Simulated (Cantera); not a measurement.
Input (Python, Cantera) and output of one run.

```python
import numpy as np
import cantera as ct

gas_names = """
    CL CL2 H HCL H2 N NH NH2 NH3 N2 N2H2 N2H4 Si SiCL SiCL2 SiCL3 SiCL4 SiH SiHCL3 SiH2 SiH2CL2 SiH3
    SiH3CL SiH4 SiN Si2 Si2N Si3
""".split()
cond_names = """
    NH4CL(a) NH4CL(b) Si(cr) Si(L) Si3N4(a)
""".split()


def load(file, names, dense=False):
    # The tables refer to 1 bar. Condensed volumes are neglected.
    table = {s.name: s for s in ct.Species.list_from_file(file)}
    out = []
    for n in names:
        d = dict(table[n].input_data)
        d["thermo"] = dict(d["thermo"], **{"reference-pressure": 1e5})
        if dense:
            d["equation-of-state"] = {"model": "constant-volume", "density": "1e6 g/cm^3"}
        out.append(ct.Species.from_dict(d))
    return out


gas = ct.Solution(thermo="ideal-gas", species=load("nasa_gas.yaml", gas_names))
cond = {s.name: ct.Solution(thermo="fixed-stoichiometry", species=[s], name=s.name)
        for s in load("nasa_condensed.yaml", cond_names, dense=True)}
atoms = {
    'SiH2Cl2': {'Si': 1, 'H': 2, 'CL': 2},
    'N2': {'N': 2},
}
top_T = {'Si3N4(a)': 2400}  # K; cautious upper limits of use, not melting points


def equilibrate(T, P, feed):
    n = {}
    for name, mol in feed.items():
        for a, k in atoms[name].items():
            n[a] = n.get(a, 0.0) + k * mol
    gas.TPX = T, P, n
    mass = sum(n.values()) * gas.mean_molecular_weight
    gas.equilibrate("TP")
    valid = [c for c in cond.values() if c.min_temp <= T <= top_T.get(c.name, c.max_temp)]
    mix = ct.Mixture([(gas, mass / gas.mean_molecular_weight)] + [(c, 0.0) for c in valid])
    mix.T, mix.P = T, P
    mix.equilibrate("TP", solver="gibbs", rtol=1e-10, max_steps=50000)
    return mix


results = []
feed = {'SiH2Cl2': 1, 'N2': 23}  # mol
P = 21  # Pa
for T in [1575, 1600, 1625, 1650, 1675, 1700, 1725, 1750, 1775]:
    mix = equilibrate(T, P, feed)
    results.append((T, P, feed, dict(zip(mix.species_names, mix.species_moles))))

top = {s: max(r[3][s] / sum(r[3][g] for g in gas_names) for r in results) for s in gas_names}
cols = sorted((s for s in top if top[s] > 1e-06), key=lambda s: -top[s])[:7]
seen = [c for c in cond_names if any(r[3].get(c, 0) > 1e-12 for r in results)]
print("log10 of partial pressures in bar; condensed amounts in mol")
print(f"{'T/K':>10s}" + "".join(f"{s[:9]:>10s}" for s in cols + seen))
for T, P, feed, n in results:
    ng = sum(n[g] for g in gas_names)
    print(f"{T:10.4g}" + "".join(f"{np.log10(max(n[s] / ng * P / 1e5, 1e-99)):10.3f}" for s in cols)
          + "".join(f"{n.get(c, 0):10.4g}" for c in seen))
```

Output:

```
log10 of partial pressures in bar; condensed amounts in mol
       T/K        N2        H2     SiCL2       HCL        Si         H        CL    Si(cr)     Si(L)  Si3N4(a)
      1575    -3.714    -5.181    -5.182    -5.447    -7.241    -6.972    -7.337   0.06612         0   0.04681
      1600    -3.714    -5.183    -5.183    -5.452    -7.011    -6.856    -7.227    0.1997         0         0
      1625    -3.715    -5.184    -5.184    -5.456    -6.788    -6.743    -7.119    0.1896         0         0
      1650    -3.715    -5.185    -5.184    -5.460    -6.572    -6.634    -7.015    0.1743         0         0
      1675    -3.715    -5.187    -5.185    -5.465    -6.363    -6.528    -6.914    0.1512         0         0
      1700    -3.716    -5.190    -5.188    -5.466    -6.168    -6.427    -6.812         0    0.1197         0
      1725    -3.717    -5.195    -5.193    -5.463    -5.993    -6.329    -6.707         0   0.07928         0
      1750    -3.718    -5.201    -5.198    -5.461    -5.824    -6.234    -6.606         0   0.01945         0
      1775    -3.719    -5.217    -5.213    -5.428    -5.739    -6.147    -6.472         0         0         0
```

Method: chemical equilibrium by Gibbs-energy minimisation in Cantera with the NASA 1993 tables (ideal gas, pure condensed phases). Mutual solubility and eutectic melting of coexisting phases are not modelled. The tables' values for SiCl, SiCl3, SiN are old estimates; treat these amounts as uncertain.
